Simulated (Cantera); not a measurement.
Charge: 1 mol SiC, 0.027 mol N₂O, 30 mol N₂, at 308 Torr.

Cantera equilibrium calculation (NASA polynomials, part measured and part estimated; ideal gas, pure solids and liquids). Candidate condensed phases: C, Si, SiC, SiO₂, Si₂N₂O, Si₃N₄; 34 gas species. Mutual solubility and eutectic melting of coexisting phases are not modelled. Equilibrium is a limit: real reactors are often held back by kinetics, nucleation or transport.

log p: log10 of the partial pressure in bar; n: condensed amount in mol.

```json
[
 {"T (°C)": "775", "log p N₂": "-0.39", "log p CO": "-9.12", "log p SiO": "<-12", "log p Si": "<-12", "log p SiN": "<-12", "log p C₂N₂": "<-12", "log p CN": "<-12", "n C(graphite)": "1.00", "n Si₂N₂O(s)": "0.0270", "n Si₃N₄(s)": "0.315", "n SiC(s)": "0"},
 {"T (°C)": "875", "log p N₂": "-0.39", "log p CO": "-7.69", "log p SiO": "<-12", "log p Si": "<-12", "log p SiN": "<-12", "log p C₂N₂": "-12.19", "log p CN": "<-12", "n C(graphite)": "1.000", "n Si₂N₂O(s)": "0.0270", "n Si₃N₄(s)": "0.315", "n SiC(s)": "0"},
 {"T (°C)": "975", "log p N₂": "-0.39", "log p CO": "-6.49", "log p SiO": "-11.45", "log p Si": "<-12", "log p SiN": "<-12", "log p C₂N₂": "-11.05", "log p CN": "<-12", "n C(graphite)": "1.000", "n Si₂N₂O(s)": "0.0270", "n Si₃N₄(s)": "0.315", "n SiC(s)": "0"},
 {"T (°C)": "1075", "log p N₂": "-0.39", "log p CO": "-5.47", "log p SiO": "-9.65", "log p Si": "<-12", "log p SiN": "<-12", "log p C₂N₂": "-10.08", "log p CN": "-11.95", "n C(graphite)": "1.000", "n Si₂N₂O(s)": "0.0268", "n Si₃N₄(s)": "0.315", "n SiC(s)": "0"},
 {"T (°C)": "1175", "log p N₂": "-0.39", "log p CO": "[?]", "log p SiO": "[?]", "log p Si": "[?]", "log p SiN": "-11.45", "log p C₂N₂": "[?]", "log p CN": "[?]", "n C(graphite)": "0.998", "n Si₂N₂O(s)": "0.0252", "n Si₃N₄(s)": "0.317", "n SiC(s)": "0"},
 {"T (°C)": "1275", "log p N₂": "-0.39", "log p CO": "-3.83", "log p SiO": "-6.75", "log p Si": "-9.86", "log p SiN": "-10.03", "log p C₂N₂": "-8.51", "log p CN": "-9.76", "n C(graphite)": "0.989", "n Si₂N₂O(s)": "0.0163", "n Si₃N₄(s)": "0.322", "n SiC(s)": "0"},
 {"T (°C)": "1375", "log p N₂": "-0.39", "log p CO": "-3.44", "log p SiO": "[?]", "log p Si": "[?]", "log p SiN": "-8.78", "log p C₂N₂": "-7.97", "log p CN": "[?]", "n C(graphite)": "0", "n Si₂N₂O(s)": "0", "n Si₃N₄(s)": "0.00892", "n SiC(s)": "0.973"},
 {"T (°C)": "1475", "log p N₂": "-0.39", "log p CO": "-3.44", "log p SiO": "-5.05", "log p Si": "-7.20", "log p SiN": "-7.68", "log p C₂N₂": "-8.02", "log p CN": "-8.44", "n C(graphite)": "0", "n Si₂N₂O(s)": "0", "n Si₃N₄(s)": "0.00856", "n SiC(s)": "0.974"}
]
```

**Question.** Fill in the missing entries.

**Answer.** 
- 1175, log p CO: -4.59
- 1175, log p SiO: -8.10
- 1175, log p Si: -11.47
- 1175, log p C₂N₂: -9.24
- 1175, log p CN: -10.78
- 1375, log p SiO: -5.80
- 1375, log p Si: -8.45
- 1375, log p CN: -8.92
